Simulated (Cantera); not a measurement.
An isothermal, constant-pressure homogeneous reactor starts with 30.1 % H2, 69.9 % O2, equivalence ratio 0.21, at 1273 K and 190 Pa.

Computed with Cantera and GRI-Mech 3.0 (53 species, 325 reactions). Radical loss at walls, strong at low pressure, is not modelled. The temperature is held fixed by assumption; the heat of reaction is taken as removed at once.

x: mole fraction; the columns are a selection and need not sum to one.

```tsv
t (s)	x H2	x O2	x H2O2	x H	x HO2	x H2O
0.000100	0.301	0.699	3.21e-12	9.37e-9	(withheld)	6.06e-10
0.000335	0.301	0.699	3.59e-11	3.75e-8	(withheld)	1.59e-8
0.00112	0.301	0.699	3.98e-10	5.37e-7	(withheld)	6.61e-7
0.00376	0.298	0.698	4.22e-9	0.00138	(withheld)	0.00200
0.0126	0.0189	0.538	4.93e-8	0.117	1.13e-6	0.216
0.0422	0.0184	0.543	5.16e-8	0.110	1.16e-6	0.223
0.141	0.0168	0.559	5.90e-8	0.0885	1.25e-6	0.244
0.474	0.0107	0.598	7.80e-8	0.0386	(withheld)	0.297
1.59	0.00200	0.637	6.80e-8	0.00276	(withheld)	0.345
5.32	0.000148	0.645	2.19e-8	5.46e-5	(withheld)	0.353
17.8	1.69e-5	0.646	6.01e-9	2.10e-6	(withheld)	0.354
59.7	3.07e-6	0.646	1.81e-9	1.64e-7	(withheld)	0.354
200	8.38e-7	0.646	7.13e-10	2.34e-8	(withheld)	0.354
```

Task: Fill in the missing entries.

Result: 
- 0.000100, x HO2: 1.01e-8
- 0.000335, x HO2: 3.38e-8
- 0.00112, x HO2: 1.13e-7
- 0.00376, x HO2: 4.25e-7
- 0.474, x HO2: 1.44e-6
- 1.59, x HO2: 1.11e-6
- 5.32, x HO2: 2.52e-7
- 17.8, x HO2: 4.41e-8
- 59.7, x HO2: 1.88e-8
- 200, x HO2: 2.25e-8
